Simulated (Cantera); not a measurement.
Cantera with NASA thermochemical tables; ideal gases at 1 bar, condensed phases pure. Values are per mole of reaction as written; species without (g) are pure solids or liquids, kept so even where they would boil at 1 bar.

**Question.** Between 300 and 1500 K, where is each reaction favourable under standard conditions?
- 4 PH₃(g) ⇌ 6 H₂(g) + P₄(g)

**Answer.** 
- 4 PH₃(g) ⇌ 6 H₂(g) + P₄(g): ΔG° is -30 kJ at 300 K and -365 kJ at 1500 K; it stays negative (K > 1). ΔH° is 67 kJ and ΔS° 288 J/K at 1500 K.
